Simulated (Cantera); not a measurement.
A perfectly stirred reactor is fed with 7.27 % CH4, 2.98 % CO, 14.5 % O2, 54.8 % N2, 20.4 % H2O, equivalence ratio 1.1, at 41000 Pa; it is adiabatic with a 523 K inlet, and is followed from long to short residence time, starting on the burning branch (τ in s: 0.45, 0.15, 0.053, 0.018, 0.0061, 0.0021, 0.00072, 0.00025, 8.4e-05, 2.9e-05, 9.8e-06).

Model: GRI-Mech 3.0 (53 species, 325 reactions), integrated in Cantera.

x: mole fraction; the columns are a selection and need not sum to one.

```json
[
 {"τ (s)": "0.45", "T (K)": "1997", "x CH4": "4.87e-6", "x CO": "0.0174", "x O2": "0.000854", "x C2H": "4.77e-12", "x CH2CO": "2.40e-9", "x NO": "0.000151", "x H2O": "0.332"},
 {"τ (s)": "0.15", "T (K)": "1980", "x CH4": "8.42e-6", "x CO": "0.0181", "x O2": "0.00160", "x C2H": "1.30e-11", "x CH2CO": "4.29e-9", "x NO": "0.000135", "x H2O": "0.330"},
 {"τ (s)": "0.053", "T (K)": "1954", "x CH4": "1.49e-5", "x CO": "0.0193", "x O2": "0.00278", "x C2H": "3.13e-11", "x CH2CO": "7.10e-9", "x NO": "0.000115", "x H2O": "0.327"},
 {"τ (s)": "0.018", "T (K)": "1915", "x CH4": "2.92e-5", "x CO": "0.0210", "x O2": "0.00466", "x C2H": "7.76e-11", "x CH2CO": "1.22e-8", "x NO": "8.90e-5", "x H2O": "0.323"},
 {"τ (s)": "0.0061", "T (K)": "1861", "x CH4": "?", "x CO": "?", "x O2": "?", "x C2H": "2.03e-10", "x CH2CO": "?", "x NO": "?", "x H2O": "0.317"},
 {"τ (s)": "0.0021", "T (K)": "1796", "x CH4": "0.000149", "x CO": "0.0263", "x O2": "0.0105", "x C2H": "5.97e-10", "x CH2CO": "5.92e-8", "x NO": "3.91e-5", "x H2O": "0.311"},
 {"τ (s)": "0.00072", "T (K)": "1719", "x CH4": "0.000421", "x CO": "0.0317", "x O2": "0.0152", "x C2H": "2.15e-9", "x CH2CO": "2.38e-7", "x NO": "2.17e-5", "x H2O": "0.306"},
 {"τ (s)": "0.00025", "T (K)": "523", "x CH4": "0.0727", "x CO": "0.0298", "x O2": "0.145", "x C2H": "<1e-12", "x CH2CO": "<1e-12", "x NO": "<1e-12", "x H2O": "0.204"},
 {"τ (s)": "8.4e-5", "T (K)": "523", "x CH4": "0.0727", "x CO": "0.0298", "x O2": "0.145", "x C2H": "<1e-12", "x CH2CO": "<1e-12", "x NO": "<1e-12", "x H2O": "0.204"},
 {"τ (s)": "2.9e-5", "T (K)": "523", "x CH4": "0.0727", "x CO": "0.0298", "x O2": "0.145", "x C2H": "<1e-12", "x CH2CO": "<1e-12", "x NO": "<1e-12", "x H2O": "0.204"},
 {"τ (s)": "9.8e-6", "T (K)": "523", "x CH4": "0.0727", "x CO": "0.0298", "x O2": "0.145", "x C2H": "<1e-12", "x CH2CO": "<1e-12", "x NO": "<1e-12", "x H2O": "0.204"}
]
```

Q: Some entries are withheld; supply them.

A: 
- 0.0061, x CH4: 6.26e-5
- 0.0061, x CO: 0.0233
- 0.0061, x O2: 0.00724
- 0.0061, x CH2CO: 2.36e-8
- 0.0061, x NO: 6.20e-5
